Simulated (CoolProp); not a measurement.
A simple Rankine cycle with sulfur dioxide: condensing at 322.15 K, boiler at 5.76 MPa, turbine inlet 452 K, turbine efficiency 0.9, pump efficiency 0.8, no recuperator. Each further row changes one setting.

Values from CoolProp's reference Helmholtz-energy equation of state, Gao 2016.

| case | thermal efficiency (%) | net work (kJ/kg) | heat in (kJ/kg) | turbine exit temperature (K) | volume ratio over the turbine |
|---|---|---|---|---|---|
| as stated | 16.6 | 62.3 | 375 | 322.2 | 5.65 |
| turbine inlet 472 K | ? | 68.3 | 397 | 322.2 | ? |
| condensing temperature 314.15 K | ? | 69.3 | 386 | 314.2 | 6.98 |
| boiler pressure 4.03 MPa | 14.8 | ? | 396 | 331.2 | 3.90 |
| turbine efficiency 0.8 | 14.7 | 54.9 | 375 | 322.2 | 5.79 |

**Question.** Fill in the missing entries.

**Answer.** 
- turbine inlet 472 K, thermal efficiency (%): 17.2
- turbine inlet 472 K, volume ratio over the turbine: 5.35
- condensing temperature 314.15 K, thermal efficiency (%): 18.0
- boiler pressure 4.03 MPa, net work (kJ/kg): 58.5

The expansion ends wet for: as stated; turbine inlet 472 K; condensing temperature 314.15 K; turbine efficiency 0.8.
